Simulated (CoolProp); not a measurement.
R407C at 298.15 K and 0.809 MPa flows at 5 m/s in a round tube of 1 mm bore and 45 µm roughness, fully developed (64/Re and Nu = 3.66 if laminar; Colebrook and Gnielinski if turbulent). Each further row changes one setting.

Model: reference Helmholtz-energy equation of state, Lemmon 2003, in CoolProp. It is a pseudo-pure fit of the blend.

```tsv
case	Reynolds number	Darcy friction factor	pressure drop (Pa/m)	heat-transfer coefficient (W/(m² K))	mass flow (kg/h)
as stated	13200	0.0700	28700	1470	0.464
velocity 10 m/s	26400	0.0691	113000	3030	0.929
diameter 2 mm	26400	0.0523	10700	1130	1.86
```

Viscosity comes from a separate model (Geller 2000). Thermal conductivity comes from a separate model (Geller 2001).
